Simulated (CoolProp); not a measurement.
The fluid at 293.96 K and 0.439 MPa is throttled through a valve to 0.14 MPa with no heat exchange. The same conditions are run with several fluids, on thermodynamics alone (safety and materials aside).

Computed with CoolProp (reference Helmholtz-energy equation of state of each fluid (R115: Lemmon 2016; R407C: Lemmon 2003; R13: Platzer 1990; hydrogen sulfide: Lemmon 2006; fluoroethane (R161): Wu 2012)). The equations of Platzer and Polt are older, rougher fits. Blends and air are pseudo-pure fits.

| fluid | temperature change (K) | final density (kg/m³) |
|---|---|---|
| R115 | -4.7 | 9.25 |
| R407C | -6.9 | 5.19 |
| R13 | -3.6 | 6.14 |
| hydrogen sulfide | -5.5 | 2.01 |
| fluoroethane (R161) | -7.2 | 2.89 |
